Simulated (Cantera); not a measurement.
What does this Cantera script print?

```python
import numpy as np
import cantera as ct

gas_names = """
    N NO NO2 NO3 N2 N2O O O2 O3 Si SiN SiO SiO2 Si2 Si2N Si3
""".split()
cond_names = """
    Si(cr) Si(L) SiO2(Lqz) SiO2(hqz) SiO2(L) Si2N2O(s) Si3N4(a)
""".split()


# ... load() reads the species with a 1 bar reference pressure and builds the phases ...
atoms = {
    'Si3N4': {'Si': 3, 'N': 4},
    'O2': {'O': 2},
    'N2': {'N': 2},
}
top_T = {'Si2N2O(s)': 2100, 'Si3N4(a)': 2400}  # K; cautious upper limits of use, not melting points


# ... equilibrate(T, P, feed) seeds the gas with the atoms and calls Mixture.equilibrate('TP', solver="vcs", rtol=1e-11, max_steps=5000) ...
results = []
feed = {'Si3N4': 1, 'O2': 0.48, 'N2': 6.2}  # mol
T = 875  # K
P = 10000  # Pa
mix = equilibrate(T, P, feed)
results.append((T, P, feed, dict(zip(mix.species_names, mix.species_moles))))
print(gas.report(threshold=0.001))
for i in range(1, mix.n_phases):
    print(f"{mix.phase(i).name:16s} {mix.phase_moles(i):12.5e} mol")
```

Result:

```
       temperature   875 K
          pressure   10000 Pa
           density   0.038506 kg/m^3
  mean mol. weight   28.014 kg/kmol
   phase of matter   gas

                          1 kg             1 kmol
                     ---------------   ---------------
          enthalpy        6.2189e+05        1.7422e+07  J
   internal energy         3.622e+05        1.0147e+07  J
           entropy            8674.3          2.43e+05  J/K
    Gibbs function       -6.9681e+06       -1.9521e+08  J
 heat capacity c_p            1140.7             31955  J/K
 heat capacity c_v            843.89             23641  J/K

                      mass frac. Y      mole frac. X     chem. pot. / RT
                     ---------------   ---------------   ---------------
                N2                 1                 1           -26.832
     [  +15 minor]        3.0896e-21        1.9636e-21

Si(cr)            0.00000e+00 mol
SiO2(hqz)         0.00000e+00 mol
Si2N2O(s)         9.60000e-01 mol
Si3N4(a)          3.60000e-01 mol
```

Equilibrium computed with Cantera from the NASA thermochemical tables; the gas is ideal and each condensed phase is pure.
